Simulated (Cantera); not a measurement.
Feed: 1 mol Si₃N₄, 0.077 mol O₂, 68 mol H₂, at 1427 °C.

Method: chemical equilibrium by Gibbs-energy minimisation in Cantera with the NASA 1993 tables (ideal gas, pure condensed phases). Candidate condensed phases: H₂O, Si, SiO₂, Si₂N₂O, Si₃N₄; 35 gas species. Gases not in the tables: Si₂H₆ and higher silanes. Rates play no part.

At 1000 Pa, list the 6 most abundant gas species with their mole fractions, and the condensed phases.

H₂ 0.968, N₂ 0.0285, SiO 0.00219, H 0.00145, Si 6.79e-5, SiH₂ 1.37e-5. Condensed: Si(l).
